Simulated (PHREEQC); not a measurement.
Make-up at 40 °C: 36 mmol/kgw H2SO4 and 2 mmol/kgw ZnSO4. Closed to the air; pH follows from the charge balance.

The numbers come from PHREEQC with the ion-association model, phreeqc.dat.

No solid was allowed to form.

**Question.** What pH, density, specific conductance does the model give?

**Answer.** pH 1.42; density 0.995 g/cm³; specific conductance 21600 µS/cm.

**Question.** In which forms is Zn present?

**Answer.** Zn+2 66 %, ZnSO4 32 %, Zn(SO4)2-2 2.3 % of the Zn.

At this temperature some constants are extrapolated from 25 °C, and those without enthalpy data are left unchanged.
